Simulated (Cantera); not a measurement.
# N2O furnace oxynitridation

A perfectly stirred reactor is fed with N₂O : N₂ = 1 : 0.61 (molar parts), at 0.133 bar; it is held at 1273 K, and followed from long to short residence time.

Cantera simulation using GRI-Mech 3.0 (53 species, 325 reactions); the numbers are that mechanism's predictions, not measurements. GRI-Mech 3.0 was tuned for natural gas; its chemistry of N2O as a main component is partial and can be far from experiment. The mechanism lacks the step 2 NO + O2 → 2 NO2, which can matter for NO2 below about 1400 K. The temperature is held fixed by assumption; the heat of reaction is taken as removed at once.

| τ (s) | x N₂O | x NO | x O | x NO₂ | x O₂ |
|---|---|---|---|---|---|
| 19 | 0.0813 | 0.0488 | 4.08e-6 | 6.91e-5 | 0.181 |
| 7.9 | 0.158 | 0.0449 | 4.64e-6 | 6.20e-5 | 0.154 |
| 3.3 | 0.275 | 0.0349 | 4.98e-6 | 4.69e-5 | 0.115 |
| 1.4 | 0.402 | 0.0224 | 5.15e-6 | 2.92e-5 | 0.0723 |
| 0.59 | 0.504 | 0.0120 | 5.22e-6 | 1.49e-5 | 0.0385 |
| 0.25 | 0.566 | 0.00576 | 5.26e-6 | 6.59e-6 | 0.0183 |
| 0.11 | 0.595 | 0.00267 | 5.27e-6 | 2.64e-6 | 0.00849 |
| 0.045 | 0.610 | 0.00112 | 5.27e-6 | 8.20e-7 | 0.00356 |
| 0.019 | 0.617 | 0.000478 | 5.27e-6 | 2.18e-7 | 0.00152 |
| 0.0080 | 0.619 | 0.000201 | 5.25e-6 | 4.85e-8 | 0.000639 |
| 0.0034 | 0.620 | 8.50e-5 | 5.20e-6 | 9.65e-9 | 0.000269 |
x: mole fraction; the columns are a selection and need not sum to one.
